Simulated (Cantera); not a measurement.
Cantera with NASA thermochemical tables; ideal gases at 1 bar, condensed phases pure. Values are per mole of reaction as written; species without (g) are pure solids or liquids, kept so even where they would boil at 1 bar. VN: taken at fixed stoichiometry.

3 V2O5 + N2O(g) ⇌ 6 VO2(g) + 2 NO2(g)

| T (K) | ΔH° (kJ) | ΔS° (J/K) | ΔG° (kJ) | log10 K | condensed phases |
|---|---|---|---|---|---|
| 400 | 3231.4 | 1427.5 | 2660.4 | -347.40 | V2O5(s) |
| 600 | 3203.2 | 1370.6 | 2380.8 | -207.26 | V2O5(s) |
| 800 | 3172.8 | 1327.0 | 2111.2 | -137.85 | V2O5(s) |
| 1000 | ___ | ___ | ___ | ___ | V2O5(l) |
| 1200 | ___ | ___ | ___ | ___ | V2O5(l) |
| 1400 | ___ | ___ | ___ | ___ | V2O5(l) |

**Question.** Complete the blanks.

**Answer.** 
- 1000, ΔH° (kJ): 2945.7
- 1000, ΔS° (J/K): 1084.4
- 1000, ΔG° (kJ): 1861.3
- 1000, log10 K: -97.22
- 1200, ΔH° (kJ): 2908.7
- 1200, ΔS° (J/K): 1050.7
- 1200, ΔG° (kJ): 1647.9
- 1200, log10 K: -71.73
- 1400, ΔH° (kJ): 2872.6
- 1400, ΔS° (J/K): 1022.9
- 1400, ΔG° (kJ): 1440.6
- 1400, log10 K: -53.75
